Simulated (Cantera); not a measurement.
Cantera run:

```python
import numpy as np
import cantera as ct

gas_names = """
    AL ALCL ALCL2 ALCL3 ALH AL2 AL2CL6 CL CL2 H HCL H2
""".split()
cond_names = """
    AL(cr) AL(L) ALCL3(s) ALCL3(L)
""".split()


# ... load() reads the species with a 1 bar reference pressure and builds the phases ...
atoms = {
    'Al': {'AL': 1},
    'Cl2': {'CL': 2},
    'HCl': {'H': 1, 'CL': 1},
}
top_T = {}  # K; cautious upper limits of use, not melting points


# ... equilibrate(T, P, feed) seeds the gas with the atoms and calls Mixture.equilibrate('TP', solver="vcs", rtol=1e-11, max_steps=5000) ...
results = []
feed = {'Al': 1, 'Cl2': 4.7, 'HCl': 2.8}  # mol
P = 6.8  # Pa
for T in [600, 625, 650, 675, 700, 725, 750, 775, 800, 825, 850, 875, 900, 925]:
    mix = equilibrate(T, P, feed)
    results.append((T, P, feed, dict(zip(mix.species_names, mix.species_moles))))

top = {s: max(r[3][s] / sum(r[3][g] for g in gas_names) for r in results) for s in gas_names}
cols = sorted((s for s in top if top[s] > 1e-05), key=lambda s: -top[s])[:8]
seen = [c for c in cond_names if any(r[3].get(c, 0) > 1e-12 for r in results)]
print("log10 of partial pressures in bar; condensed amounts in mol")
print(f"{'T/K':>10s}" + "".join(f"{s[:9]:>10s}" for s in cols + seen))
for T, P, feed, n in results:
    ng = sum(n[g] for g in gas_names)
    print(f"{T:10.4g}" + "".join(f"{np.log10(max(n[s] / ng * P / 1e5, 1e-99)):10.3f}" for s in cols)
          + "".join(f"{n.get(c, 0):10.4g}" for c in seen))
```

Output:

```
log10 of partial pressures in bar; condensed amounts in mol
       T/K       CL2       HCL     ALCL3        CL    AL2CL6
       600    -4.507    -4.565    -5.023    -9.962    -6.906
       625    -4.507    -4.565    -5.017    -9.535    -7.316
       650    -4.507    -4.565    -5.014    -9.140    -7.701
       675    -4.507    -4.565    -5.013    -8.774    -8.058
       700    -4.507    -4.565    -5.013    -8.434    -8.390
       725    -4.508    -4.565    -5.013    -8.117    -8.698
       750    -4.508    -4.565    -5.013    -7.820    -8.984
       775    -4.508    -4.566    -5.013    -7.543    -9.252
       800    -4.508    -4.566    -5.013    -7.283    -9.502
       825    -4.508    -4.566    -5.013    -7.039    -9.736
       850    -4.509    -4.566    -5.013    -6.809    -9.956
       875    -4.510    -4.566    -5.013    -6.592   -10.162
       900    -4.512    -4.567    -5.014    -6.387   -10.357
       925    -4.514    -4.567    -5.015    -6.194   -10.541
```

Cantera equilibrium calculation (NASA polynomials, part measured and part estimated; ideal gas, pure solids and liquids).
